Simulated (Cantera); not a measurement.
A counterflow diffusion flame at 750 Torr, nozzles 20 mm apart: fuel side 27.0 % CO, 5.66 % H2, 32.3 % CH4, 35.0 % N2 at 325 K, oxidiser side 28.0 % O2, 72.0 % N2 at 300 K, fuel mass flux 0.74 times the oxidiser's; mixture-averaged transport, no radiation.

Model: GRI-Mech 3.0 (53 species, 325 reactions), integrated in Cantera. GRI-Mech 3.0 has no aromatics or soot, which form on the fuel side of real flames. The maximum strain rate includes the flame's own expansion and is several times the mean.

x: mole fraction; the columns are a selection and need not sum to one.

```json
[
 {"oxidiser flux (kg/m²/s)": "0.6", "max strain (1/s)": "277", "mean strain (1/s)": "52.2", "T max (K)": "2167", "peak x OH": "0.0104", "peak x H": "0.00510", "peak x NO": "0.000289", "peak x CO": "0.270", "peak x C2H2": "0.00732"},
 {"oxidiser flux (kg/m²/s)": "0.76", "max strain (1/s)": "341", "mean strain (1/s)": "66.1", "T max (K)": "2153", "peak x OH": "0.0104", "peak x H": "0.00532", "peak x NO": "0.000268", "peak x CO": "0.270", "peak x C2H2": "0.00716"},
 {"oxidiser flux (kg/m²/s)": "0.96", "max strain (1/s)": "…", "mean strain (1/s)": "83.4", "T max (K)": "2138", "peak x OH": "0.0103", "peak x H": "0.00552", "peak x NO": "0.000248", "peak x CO": "0.270", "peak x C2H2": "0.00699"},
 {"oxidiser flux (kg/m²/s)": "1.2", "max strain (1/s)": "517", "mean strain (1/s)": "104", "T max (K)": "2125", "peak x OH": "0.0103", "peak x H": "0.00573", "peak x NO": "0.000229", "peak x CO": "0.270", "peak x C2H2": "0.00683"},
 {"oxidiser flux (kg/m²/s)": "1.5", "max strain (1/s)": "634", "mean strain (1/s)": "130", "T max (K)": "2111", "peak x OH": "0.0102", "peak x H": "0.00593", "peak x NO": "0.000210", "peak x CO": "0.270", "peak x C2H2": "0.00666"},
 {"oxidiser flux (kg/m²/s)": "1.9", "max strain (1/s)": "790", "mean strain (1/s)": "165", "T max (K)": "2098", "peak x OH": "0.0101", "peak x H": "0.00616", "peak x NO": "0.000191", "peak x CO": "0.270", "peak x C2H2": "0.00649"},
 {"oxidiser flux (kg/m²/s)": "2.5", "max strain (1/s)": "1020", "mean strain (1/s)": "217", "T max (K)": "2079", "peak x OH": "0.00993", "peak x H": "0.00637", "peak x NO": "0.000166", "peak x CO": "0.270", "peak x C2H2": "0.00620"},
 {"oxidiser flux (kg/m²/s)": "3.1", "max strain (1/s)": "1240", "mean strain (1/s)": "269", "T max (K)": "2063", "peak x OH": "0.00973", "peak x H": "0.00651", "peak x NO": "0.000146", "peak x CO": "0.270", "peak x C2H2": "0.00590"},
 {"oxidiser flux (kg/m²/s)": "4", "max strain (1/s)": "1580", "mean strain (1/s)": "348", "T max (K)": "2042", "peak x OH": "0.00941", "peak x H": "0.00662", "peak x NO": "0.000122", "peak x CO": "0.270", "peak x C2H2": "0.00546"},
 {"oxidiser flux (kg/m²/s)": "5", "max strain (1/s)": "…", "mean strain (1/s)": "435", "T max (K)": "2021", "peak x OH": "0.00908", "peak x H": "0.00666", "peak x NO": "…", "peak x CO": "0.270", "peak x C2H2": "…"}
]
```

### Question
Some entries are withheld; supply them.

### Answer

- 0.96, max strain (1/s): 421
- 5, max strain (1/s): 1950
- 5, peak x NO: 0.000101
- 5, peak x C2H2: 0.00501
